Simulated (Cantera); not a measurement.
Feed: 1 mol SiF₄, 0.76 mol NO, 6.6 mol N₂, at 625 K and 0.133 bar.

Cantera equilibrium calculation (NASA polynomials, part measured and part estimated; ideal gas, pure solids and liquids). Candidate condensed phases: Si, SiO₂, Si₂N₂O, Si₃N₄; 28 gas species. Kinetics and transport are ignored.

Q: What is the equilibrium state?

A: 
```
Item                                  Value
--------------------------------  ---------
x(N₂)                                 0.835
x(SiF₄)                               0.120
x(O₂)                                0.0455
gas amount                        8.360 mol
log10 activity of Si(s) (absent)     -64.38
```
